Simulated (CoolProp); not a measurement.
Model: reference Helmholtz-energy equation of state, Lemmon 2004, in CoolProp. It is a short technical equation, of lower accuracy than the large ones.

### Question
For n-dodecane, give the phase and the speed of sound (m/s), viscosity (µPa s), Prandtl number at 247.65 °C and 0.0434 MPa; 338.75 °C and 0.311 MPa; 285.25 °C and 0.0102 MPa.

### Answer
- 247.65 °C and 0.0434 MPa: gas; speed of sound 157, viscosity 7.98, Prandtl number 0.762
- 338.75 °C and 0.311 MPa: gas; speed of sound 158, viscosity 9.47, Prandtl number 0.727
- 285.25 °C and 0.0102 MPa: gas; speed of sound 166, viscosity 8.61, Prandtl number 0.763

Viscosity comes from a separate model (Huber 2004). Thermal conductivity comes from a separate model (Huber 2004).
